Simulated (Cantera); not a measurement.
Mixture: CH4 : CO : O2 : N2 = 1 : 0.23 : 1.76 : 6.63 (molar parts), equivalence ratio 1.2, at 17300 Torr, adiabatic and at constant volume. Ignition delay is the time to a rise of 400 K.

Model: GRI-Mech 3.0 (53 species, 325 reactions), integrated in Cantera. The pressure lies above the range GRI-Mech 3.0 was tuned for (to about 10 atm).

### Question
Predict: delay at 1175 K; delay at 1375 K; delay at 1575 K; delay at 1775 K; apparent activation energy between 1675 and 1875 K.

### Answer
| Property | Value |
|---|---|
| delay at 1175 K | 3.85 ms |
| delay at 1375 K | 0.340 ms |
| delay at 1575 K | 48.6 µs |
| delay at 1775 K | 9.62 µs |
| apparent activation energy between 1675 and 1875 K | 190 kJ/mol |
